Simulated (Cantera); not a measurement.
A perfectly stirred reactor is fed with NO : N2 = 1 : 9.4 (molar parts), at 9.75 Torr; it is held at 1700 K, and followed from long to short residence time.

Model: GRI-Mech 3.0 (53 species, 325 reactions), integrated in Cantera. Radical loss at walls, strong at low pressure, is not modelled.

Q: What does this change do: pressure from 9.75 Torr to 413 Torr?

A: 
```json
[
 {"quantity": "x(NO) at τ = 21.0 s", "before": "0.0955", "after": "0.0800"},
 {"quantity": "x(O2) at τ = 21.0 s", "before": "0.000323", "after": "0.00802"},
 {"quantity": "x(O) at τ = 21.0 s", "before": "1.58e-5", "after": "5.73e-6"},
 {"quantity": "x(NO2) at τ = 21.0 s", "before": "2.20e-6", "after": "3.77e-5"},
 {"quantity": "x(N2O) at τ = 21.0 s", "before": "3.28e-6", "after": "2.49e-6"},
 {"quantity": "x(NO) at τ = 0.240 s", "before": "0.0961", "after": "0.0959"},
 {"quantity": "x(O2) at τ = 0.240 s", "before": "3.70e-7", "after": "0.000105"},
 {"quantity": "x(O) at τ = 0.240 s", "before": "3.04e-6", "after": "1.93e-6"},
 {"quantity": "x(NO2) at τ = 0.240 s", "before": "4.05e-7", "after": "1.46e-5"},
 {"quantity": "x(N2O) at τ = 0.240 s", "before": "1.48e-6", "after": "3.46e-6"}
]
```
